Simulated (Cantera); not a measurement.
Charge: 1 mol S, 0.11 mol H2, equilibrated at 1.00 bar.

These are equilibrium values from Cantera (NASA tables, ideal gas, pure condensed phases), not measurements of a reactor. Candidate condensed phases: S; 7 gas species. Kinetics and transport are ignored. All values below are at 2900 K.

Base state: S2 0.633, S 0.149, H2 0.102, SH 0.0713, H 0.0366, H2S 0.00884 (mole fractions); condensed: gas only.

Q: What changes in the equilibrium state with this change: S replaced by SF6?

A: 
```tsv
species	before	after
F	0	0.818
SF	0	0.0524
SF2	0	0.0441
S2	0.633	0.0201
S	0.149	0.0265
H2	0.102	<1e-9
HF	0	0.0367
SH	0.0713	1.06e-6
H	0.0366	3.04e-6
H2S	0.00884	<1e-9
S2F2 (SSF2)	0	0.00114
SF3	0	0.000944
F2	0	0.000131
FS2F (FSSF)	0	0.000108
```
The tables' values for S2F2 (SSF2), SF3, FS2F (FSSF) are old estimates; treat these amounts as uncertain.
